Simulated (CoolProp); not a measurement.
Vapour-liquid equilibrium of R152A (1) + R113 (2) at 4.15 bar; x and y are mole fractions of (1).

Values from CoolProp's multi-fluid Helmholtz-energy mixture model, Outcalt 1996 and Marx 1992; pair parameters Bell 2016.

```csv
x,bubble temperature (°C),y at the bubble point,dew temperature at overall composition x (°C),liquid density (mol/L)
0.05,80.0,…,95.7,7.733
0.15,55.5,0.699,91.1,8.398
0.25,41.6,0.822,86.1,8.961
0.35,33.4,0.877,80.7,9.486
0.45,28.2,0.907,74.7,10.01
0.55,24.6,…,…,…
0.65,21.9,0.941,60.0,11.18
0.75,19.4,0.955,50.3,11.85
0.85,17.1,0.970,37.7,12.63
0.95,14.6,0.989,20.3,13.54
```

What belongs in the gaps?


- 0.05, y at the bubble point: 0.362
- 0.55, y at the bubble point: 0.926
- 0.55, dew temperature at overall composition x (°C): 67.9
- 0.55, liquid density (mol/L): 10.57

No azeotrope shows between x = 0.05 and 0.95.

Pair parameters are fitted to limited data, so mixtures are less certain than the pure fluids.
